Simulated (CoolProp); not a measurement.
Values from CoolProp's reference Helmholtz-energy equation of state, Lemmon 2006. It is a short technical equation, of lower accuracy than the large ones.

Problem. For hydrogen sulfide, give the phase and the density (kg/m³), cv (kJ/(kg K)), speed of sound (m/s), Joule-Thomson coefficient (K/MPa) at 351.4 K and 3.63 MPa; 397.8 K and 3.63 MPa; 583.6 K and 3.63 MPa.

Solution. 
- 351.4 K and 3.63 MPa: gas; density 52.4, cv 0.889, speed of sound 299, Joule-Thomson coefficient 12.6
- 397.8 K and 3.63 MPa: gas; density 42.5, cv 0.856, speed of sound 333, Joule-Thomson coefficient 9.27
- 583.6 K and 3.63 MPa: gas; density 26.2, cv 0.904, speed of sound 422, Joule-Thomson coefficient 3.87
